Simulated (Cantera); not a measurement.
What does this Cantera script print?

```python
import numpy as np
import cantera as ct

gas = ct.Solution("gri30.yaml")
gas.TPX = 1373, 2000000, {'CH4': 1, 'H2': 0.24, 'O2': 3.37, 'N2': 12.7}
reactor = ct.IdealGasConstPressureReactor(gas, energy="on", clone=False)
net = ct.ReactorNet([reactor])
net.rtol, net.atol = 1e-08, 1e-16
show = ['CH4', 'H2', 'O2', 'O', 'CH2CO', 'HCO']
times = np.geomspace(7e-06, 0.7, 12)

steps = ct.SolutionArray(gas, extra=["t"])
rows = []
print(f"{'t/s':>10s}{'T/K':>9s}{'P/Pa':>11s}" + "".join(f"{s:>11s}" for s in show))
for t in times:
    while net.time < t:
        t_next = net.step()
        steps.append(gas.state, t=t_next)
    rows.append([np.interp(t, steps.t, y) for y in (steps.T, steps.P, *steps(*show).X.T)])
    print(f"{t:10.3e}{rows[-1][0]:9.1f}{rows[-1][1]:11.4g}" + "".join(f"{x:11.3e}" for x in rows[-1][2:]))
rate = np.gradient(steps.T, steps.t)
print("integrator steps:", len(steps.t))
if steps.T.max() > steps.T[0] + 200:
    print(f"time of steepest temperature rise: {steps.t[rate.argmax()]:.4e} s")
gas.TPX = 1373, 2000000, {'CH4': 1, 'H2': 0.24, 'O2': 3.37, 'N2': 12.7}
gas.equilibrate("HP")
print(f"equilibrium (HP): T = {gas.T:.1f} K  " + "  ".join(f"{s} {gas[s].X[0]:.3e}" for s in show))
```

It prints:

```
       t/s      T/K       P/Pa        CH4         H2         O2          O      CH2CO        HCO
 7.000e-06   1373.0      2e+06  5.777e-02  1.386e-02  1.947e-01  1.325e-08  1.849e-14  2.805e-12
 1.994e-05   1373.3      2e+06  5.771e-02  1.383e-02  1.946e-01  1.396e-07  6.812e-11  2.559e-10
 5.678e-05   1395.9      2e+06  5.463e-02  1.328e-02  1.919e-01  1.410e-06  1.529e-06  1.182e-07
 1.617e-04   2582.3      2e+06  1.229e-17  9.211e-04  7.134e-02  1.289e-03  1.171e-19  1.611e-09
 4.606e-04   2577.8      2e+06  1.184e-17  9.108e-04  7.012e-02  1.252e-03  1.033e-19  1.561e-09
 1.312e-03   2568.9      2e+06  1.110e-17  8.909e-04  6.773e-02  1.180e-03  9.240e-20  1.468e-09
 3.736e-03   2560.3      2e+06  1.041e-17  8.724e-04  6.544e-02  1.115e-03  8.263e-20  1.384e-09
 1.064e-02   2558.7      2e+06  1.028e-17  8.689e-04  6.500e-02  1.102e-03  8.083e-20  1.368e-09
 3.030e-02   2558.7      2e+06  1.027e-17  8.689e-04  6.500e-02  1.102e-03  8.082e-20  1.368e-09
 8.630e-02   2558.7      2e+06  1.027e-17  8.689e-04  6.500e-02  1.102e-03  8.082e-20  1.368e-09
 2.458e-01   2558.7      2e+06  1.027e-17  8.689e-04  6.500e-02  1.102e-03  8.082e-20  1.368e-09
 7.000e-01   2558.7      2e+06  1.027e-17  8.689e-04  6.500e-02  1.102e-03  8.082e-20  1.368e-09
integrator steps: 1845
time of steepest temperature rise: 9.1147e-05 s
equilibrium (HP): T = 2558.7 K  CH4 1.454e-17  H2 8.689e-04  O2 6.500e-02  O 1.102e-03  CH2CO 1.086e-19  HCO 1.368e-09
```

Detailed kinetics in Cantera: GRI-Mech 3.0 (53 species, 325 reactions). The pressure lies above the range GRI-Mech 3.0 was tuned for (to about 10 atm).
